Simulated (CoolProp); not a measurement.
Computed with CoolProp (reference Helmholtz-energy equation of state, Thol 2019).

Task: Give the vapour pressure (kPa), liquid density (kg/m³), enthalpy of vaporisation (kJ/kg), vapour Z of saturated decamethylcyclopentasiloxane (D5) at 358.4, 363.9 K.

Result: 
| T (K) | p (kPa) | liquid density (kg/m³) | enthalpy of vaporisation (kJ/kg) | vapour Z |
|---|---|---|---|---|
| 358.4 | 1.19 | 889 | 152 | 0.997 |
| 363.9 | 1.59 | 883 | 150 | 0.996 |
